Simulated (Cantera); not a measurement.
A Cantera script and what it prints.

```python
import numpy as np
import cantera as ct

gas_names = """
    ALCL3 AL2CL6 AL F2 ALF3
""".split()
cond_names = """

""".split()


# ... load() reads the species with a 1 bar reference pressure and builds the phases ...
species = {s.name: s for s in load("nasa_gas.yaml", gas_names) + load("nasa_condensed.yaml", cond_names)}
# Each term lists the table entries of one substance; the one whose range holds T is used.
reactions = {
    '2 AlCl3(g) = Al2Cl6(g)':
        [(-2, ['ALCL3']), (1, ['AL2CL6'])],
    '2 Al(g) + 3 F2(g) = 2 AlF3(g)':
        [(-2, ['AL']), (-3, ['F2']), (2, ['ALF3'])],
}


def pick(names, T):
    return next(species[n] for n in names if species[n].thermo.min_temp <= T <= species[n].thermo.max_temp)


results = []
for label, terms in reactions.items():
    print(label)
    print("     T/K   dH/kJ  dS/(J/K)   dG/kJ   log10 K")
    for T in [300, 998, 1073, 1148, 1223, 1298, 1373, 1448, 1523, 1598]:
        used = [(nu, pick(names, T)) for nu, names in terms]
        dH = sum(nu * s.thermo.h(T) for nu, s in used) / 1e6
        dS = sum(nu * s.thermo.s(T) for nu, s in used) / 1e3
        dG = dH - T * dS / 1e3
        logK = -dG * 1e6 / (ct.gas_constant * T * np.log(10))
        results.append((label, T, dH, dS, dG, logK, [s.name for _, s in used]))
        print(f"{T:8g} {dH:8.1f} {dS:8.1f} {dG:8.1f} {logK:8.2f}")
```

It prints:

```
2 AlCl3(g) = Al2Cl6(g)
     T/K   dH/kJ  dS/(J/K)   dG/kJ   log10 K
     300   -126.5   -153.8    -80.4    14.00
     998   -115.1   -134.3     18.9    -0.99
    1073   -113.9   -133.1     28.9    -1.41
    1148   -112.6   -132.0     38.9    -1.77
    1223   -111.4   -130.9     48.7    -2.08
    1298   -110.1   -129.9     58.5    -2.36
    1373   -108.9   -129.0     68.2    -2.60
    1448   -107.6   -128.1     77.9    -2.81
    1523   -106.4   -127.3     87.5    -3.00
    1598   -105.1   -126.5     97.0    -3.17
2 Al(g) + 3 F2(g) = 2 AlF3(g)
     T/K   dH/kJ  dS/(J/K)   dG/kJ   log10 K
     300  -3078.0   -384.2  -2962.8   515.86
     998  -3076.7   -383.9  -2693.5   140.97
    1073  -3076.2   -383.5  -2664.7   129.72
    1148  -3075.7   -383.0  -2636.0   119.94
    1223  -3075.2   -382.6  -2607.3   111.36
    1298  -3074.7   -382.2  -2578.6   103.77
    1373  -3074.2   -381.8  -2550.0    97.01
    1448  -3073.8   -381.5  -2521.3    90.95
    1523  -3073.3   -381.2  -2492.7    85.49
    1598  -3072.8   -380.9  -2464.2    80.55
```

Source: NASA polynomial tables (part measured, part estimated), evaluated in Cantera. Condensed species are held in their standard states even where they would react or evaporate.
